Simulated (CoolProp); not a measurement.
A simple Rankine cycle with R236EA: condensing at 314.15 K, boiler at 1.49 MPa, turbine inlet 411 K, turbine efficiency 0.7, pump efficiency 0.6, no recuperator. Each further row changes one setting.

Computed with CoolProp (reference Helmholtz-energy equation of state, Rui 2013).

```json
[
 {"case": "as stated", "thermal efficiency (%)": "7.9", "net work (kJ/kg)": "18.1", "heat in (kJ/kg)": "229", "turbine exit temperature (K)": "380.3", "volume ratio over the turbine": "4.55"},
 {"case": "condensing temperature 306.15 K", "thermal efficiency (%)": "9.0", "net work (kJ/kg)": "21.5", "heat in (kJ/kg)": "239", "turbine exit temperature (K)": "375.9", "volume ratio over the turbine": "5.86"},
 {"case": "boiler pressure 1.04 MPa", "thermal efficiency (%)": "6.2", "net work (kJ/kg)": "14.5", "heat in (kJ/kg)": "234", "turbine exit temperature (K)": "389.4", "volume ratio over the turbine": "3.06"},
 {"case": "turbine efficiency 0.6", "thermal efficiency (%)": "6.7", "net work (kJ/kg)": "15.3", "heat in (kJ/kg)": "229", "turbine exit temperature (K)": "383.0", "volume ratio over the turbine": "4.59"}
]
```
